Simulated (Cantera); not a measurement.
An adiabatic, constant-volume homogeneous reactor starts with 14.8 % CO, 10.7 % H2, 4.73 % CH4, 11.7 % O2, 43.9 % N2, 14.2 % H2O, at 1598 K and 360000 Pa.

Detailed kinetics in Cantera: GRI-Mech 3.0 (53 species, 325 reactions).

x: mole fraction; the columns are a selection and need not sum to one.

| t (s) | T (K) | P (bar) | x CO | x H2 | x CH4 | x HCN | x CH3 | x H | x NO |
|---|---|---|---|---|---|---|---|---|---|
| 1.00e-6 | 1598 | 3.60 | 0.148 | 0.107 | 0.0473 | <1e-12 | 3.63e-6 | 9.94e-7 | <1e-12 |
| 2.68e-6 | 1598 | 3.60 | 0.148 | 0.107 | 0.0473 | <1e-12 | 2.47e-5 | 4.61e-6 | <1e-12 |
| 7.20e-6 | 1601 | 3.61 | 0.148 | 0.106 | 0.0467 | 4.75e-12 | 0.000535 | 9.74e-5 | 1.58e-11 |
| 1.93e-5 | 2385 | 5.45 | 0.168 | 0.0828 | 0.00188 | … | 0.00213 | 0.0141 | 3.98e-6 |
| 5.18e-5 | 2874 | 6.42 | 0.136 | 0.0798 | 9.13e-12 | … | 2.22e-11 | 0.0120 | 0.000274 |
| 0.000139 | 2872 | 6.42 | 0.136 | 0.0801 | 9.45e-12 | … | 2.27e-11 | 0.0118 | 0.000810 |
| 0.000373 | 2868 | 6.41 | 0.136 | 0.0805 | 9.76e-12 | … | 2.31e-11 | 0.0117 | 0.00174 |
| 0.00100 | 2865 | 6.41 | 0.136 | 0.0808 | 9.95e-12 | 1.07e-7 | 2.33e-11 | 0.0116 | 0.00227 |
| 0.00268 | 2865 | 6.40 | 0.136 | 0.0808 | 9.96e-12 | 1.08e-7 | 2.33e-11 | 0.0116 | 0.00229 |
| 0.00720 | 2865 | 6.40 | 0.136 | 0.0808 | 9.96e-12 | 1.08e-7 | 2.33e-11 | 0.0116 | 0.00229 |
| 0.0193 | 2865 | 6.40 | 0.136 | 0.0808 | 9.96e-12 | 1.08e-7 | 2.33e-11 | 0.0116 | 0.00229 |
| 0.0518 | 2865 | 6.40 | 0.136 | 0.0808 | 9.96e-12 | 1.08e-7 | 2.33e-11 | 0.0116 | 0.00229 |
| 0.139 | 2865 | 6.40 | 0.136 | 0.0808 | 9.96e-12 | 1.08e-7 | 2.33e-11 | 0.0116 | 0.00229 |
| 0.373 | 2865 | 6.40 | 0.136 | 0.0808 | 9.96e-12 | 1.08e-7 | 2.33e-11 | 0.0116 | 0.00229 |
| 1.00 | 2865 | 6.40 | 0.136 | 0.0808 | 9.96e-12 | 1.08e-7 | 2.33e-11 | 0.0116 | 0.00229 |

Q: Complete the blanks.

A: 
- 1.93e-5, x HCN: 8.08e-6
- 5.18e-5, x HCN: 2.03e-8
- 0.000139, x HCN: 4.37e-8
- 0.000373, x HCN: 8.42e-8
